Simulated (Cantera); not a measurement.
Charge: 1 mol Fe, 0.0027 mol O2, 98 mol N2, equilibrated at 1173.15 K and 14.0 bar.

These are equilibrium values from Cantera (NASA tables, ideal gas, pure condensed phases), not measurements of a reactor. Candidate condensed phases: Fe, FeO, Fe2O3, Fe3O4; 11 gas species. Mutual solubility and eutectic melting of coexisting phases are not modelled. The tables' stoichiometric FeO is somewhat more stable than real wüstite, so its field is too wide. FeO: taken at fixed stoichiometry. Kinetics and transport are ignored.

What is the equilibrium state?


```json
{
  "x(N2)": "1.00",
  "n(Fe(α))": "0.995 mol",
  "n(FeO(s))": "0.00540 mol",
  "gas_amount": "98.00 mol"
}
```
